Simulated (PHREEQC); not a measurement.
Dissolve 0.00024 mol/kgw Cu(BF4)2, 0.036 mol/kgw HNO3 and 0.0094 mol/kgw H3BO3 at 20 °C. Closed to the air; pH follows from the charge balance.

The numbers come from PHREEQC with the ion-association model, phreeqc.dat.

This is a speciation only: nothing precipitates in the calculation.

Problem. Predict the pH, specific conductance.

Solution. pH 1.51; specific conductance 11900 µS/cm.

Problem. In which forms is F present?

Solution. HF 74 %, BF4- 19 %, BF3OH- 3.3 %, F- 2.1 %, BF2(OH)2- 1.7 % of the F.

Complexes and solids missing from the database can't appear. Real BF4- forms and hydrolyses slowly; the run takes it at equilibrium.
